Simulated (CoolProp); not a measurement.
Properties of nitrous oxide along the isobar 255 bar (Tc = 309.5 K, pc = 72.45 bar, ω = 0.161).

The numbers come from the reference Helmholtz-energy equation of state, Lemmon 2006 in CoolProp. It is a short technical equation, of lower accuracy than the large ones.

```csv
T (K),phase,density (kg/m³),speed of sound (m/s),expansivity (1/kK)
252.8,liquid,1075,882.1,2.766
283.2,liquid,980.0,736.1,3.380
313.5,supercritical,872.8,599.6,4.333
343.9,supercritical,749.8,478.5,5.724
374.2,supercritical,617.8,392.9,6.896
404.6,supercritical,501.2,353.9,6.611
435,supercritical,416.8,345.1,5.493
465.3,supercritical,358.6,348.9,4.478
495.7,supercritical,316.7,357.4,3.724
```
